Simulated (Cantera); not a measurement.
An isothermal, constant-pressure homogeneous reactor starts with NH₃ : N₂ = 1 : 15 (molar parts), at 1750 K and 0.0263 atm.

Cantera simulation using the gas-phase N/H chemistry of the illustrative SiF4/NH3 mechanism in the Surface Chemkin manual (1991); the numbers are that mechanism's predictions, not measurements. Walls and surfaces, which speed up NH3 decomposition in real reactors, are not modelled.

x: mole fraction; the columns are a selection and need not sum to one.

```tsv
t (s)	x NH₃	x NH	x N₂	x N₂H₄	x NH₂	x N₂H₂
1.00e-6	0.0625	<1e-12	0.938	<1e-12	7.86e-10	<1e-12
6.76e-6	0.0625	<1e-12	0.938	<1e-12	…	<1e-12
4.57e-5	0.0625	<1e-12	0.938	<1e-12	…	<1e-12
0.000309	0.0625	1.08e-11	0.938	<1e-12	…	<1e-12
0.00209	0.0625	8.04e-10	0.937	1.29e-12	…	9.17e-11
0.0141	0.0625	5.83e-8	0.937	6.07e-11	…	5.62e-9
0.0956	0.0622	8.77e-7	0.937	2.24e-9	0.000132	2.68e-7
0.647	0.0566	2.30e-6	0.935	1.94e-9	0.000123	3.94e-7
4.37	0.0354	2.00e-6	0.926	5.39e-10	…	1.52e-7
29.6	0.00500	7.55e-7	0.914	2.43e-11	…	1.03e-8
200	7.89e-6	2.36e-8	0.912	<1e-12	…	1.61e-12
```

What belongs in the gaps?


- 6.76e-6, x NH₂: 5.63e-9
- 4.57e-5, x NH₂: 4.87e-8
- 0.000309, x NH₂: 4.46e-7
- 0.00209, x NH₂: 3.21e-6
- 0.0141, x NH₂: 2.18e-5
- 4.37, x NH₂: 6.50e-5
- 29.6, x NH₂: 1.38e-5
- 200, x NH₂: 9.57e-8
